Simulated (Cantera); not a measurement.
An isothermal, constant-pressure homogeneous reactor starts with C3H8 : H2 = 1 : 4.9 (molar parts), at 1548 K and 495 Torr. Integrator tolerance rtol = 1e-08.

Detailed kinetics in Cantera: GRI-Mech 3.0 (53 species, 325 reactions). GRI-Mech 3.0 was tuned for natural gas; its chemistry of propane as a main component is partial and can be far from experiment. GRI-Mech 3.0 stops at C3 and has no aromatics, soot or wall deposition, so with more carbon than oxygen in the feed, carbon stays in small species such as C2H2 where larger ones or solid carbon would form.

Problem. What does this change do: temperature 1548 to 1125 K?

Solution. 
```
quantity                                           before                                     after
----------------  ---------------------------------------  ----------------------------------------
x(C3H8) at 100 s  4.18e-8 (gas-phase equilibrium 4.18e-8)   1.32e-5 (gas-phase equilibrium 3.75e-7)
x(H2) at 100 s        0.774 (gas-phase equilibrium 0.774)       0.540 (gas-phase equilibrium 0.495)
x(C2H2) at 100 s      0.131 (gas-phase equilibrium 0.131)  0.00185 (gas-phase equilibrium 0.000136)
x(CH3) at 100 s   7.33e-5 (gas-phase equilibrium 7.33e-5)   2.43e-6 (gas-phase equilibrium 7.28e-7)
x(CH2) at 100 s   2.80e-9 (gas-phase equilibrium 2.80e-9)     <1e-12 (gas-phase equilibrium <1e-12)
```
